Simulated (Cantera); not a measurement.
Charge: 1 mol TEOS, 1.5 mol CO2, 0.13 mol O2, at 1373 K and 100 Torr.

Method: chemical equilibrium by Gibbs-energy minimisation in Cantera with the NASA 1993 tables (ideal gas, pure condensed phases). The feed counts by its element totals alone. The tables hold silica as quartz up to 1696 K and as liquid above; real silica turns to tridymite and cristobalite and melts near 1996 K. Kinetics and transport are ignored.

```tsv
species	before	after
H2	0.655	0.495
CO	0.345	0.479
H2O	0.000141	0.0174
CO2	3.60e-5	0.00819
CH4	0.000288	1.40e-6
C(graphite), mol	4.24	0
SiO2(β-quartz), mol	1.000	1.00
```
Gas species are given as mole fractions.

What was changed between the two runs?
(A) O2 from 0.13 to 2.5 mol
(B) temperature from 1373 K to 1050 K
(C) temperature from 1373 K to 575 K
(D) temperature from 1373 K to 725 K

A, O2 from 0.13 to 2.5 mol
